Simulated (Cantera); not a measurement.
Input: 1 mol C3H6, 0.81 mol CO2, equilibrated at 7.30 bar.

Cantera equilibrium calculation (NASA polynomials, part measured and part estimated; ideal gas, pure solids and liquids). Candidate condensed phases: C, C6H6, C7H8, C8H18, H2O; 110 gas species. Rates play no part.

Over these rows the condensed part is C(graphite). Partial pressures as log10 of bar:

| T (K) | 1000/T (1/K) | log p C2H2 (acetylene) | log p H2 | log p CO |
|---|---|---|---|---|
| 1925 | 0.5195 | -2.67 | 0.67 | 0.41 |
| 2025 | 0.4938 | -2.37 | 0.67 | 0.41 |
| 2125 | 0.4706 | -2.10 | 0.67 | 0.41 |
| 2225 | 0.4494 | -1.86 | 0.67 | 0.41 |
| 2325 | 0.4301 | -1.64 | 0.67 | 0.41 |
| 2425 | 0.4124 | ? | 0.67 | 0.41 |

Question: Fit log p(C2H2 (acetylene)) = a + b·(1000/T) to the five rows, give the apparent enthalpy, and predict the row at 2425 K.

Answer: Means: 1000/T = 0.4727, log p = -2.128. Sxy = -0.057564, Sxx = 0.0049975, so b = -11.52 and a = -2.128 − (-11.52)×0.4727 = 3.32.
Apparent enthalpy: −19.145 × (-11.52) = 221 kJ/mol. With the condensed phases at unit activity, 2 C(graphite) + H2(g) = C2H2 (acetylene)(g) links this pressure to the main gases: over the six rows their terms move log p by +0.00 in all, so the slope is close to that reaction's ΔH°. The five rows lie within 0.01 of the line.
Prediction at 2425 K: 3.32 + (-11.52)×0.4124 = -1.43. The computed value is -1.44, 0.01 from the line.
